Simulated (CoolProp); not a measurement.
Aqueous sodium chloride as a coolant, at -8 °C, 1 atm.

The numbers come from the Melinder's fits for secondary coolants in CoolProp.

```
mass %  freezing point (°C)  Prandtl number  density (kg/m³)  cp (kJ/(kg K))  conductivity (W/(m K))
------  -------------------  --------------  ---------------  --------------  ----------------------
14.1                  -10.0            19.5             1112           3.528                   0.540
15.9                  -11.8            20.2             1126           3.474                   0.539
17.7                  -13.7            21.1             1141           3.426                   0.538
19.5                  -15.8            22.1             1156           3.380                   0.536
21.3                  -18.1            23.2             1171           3.338                   0.534
```
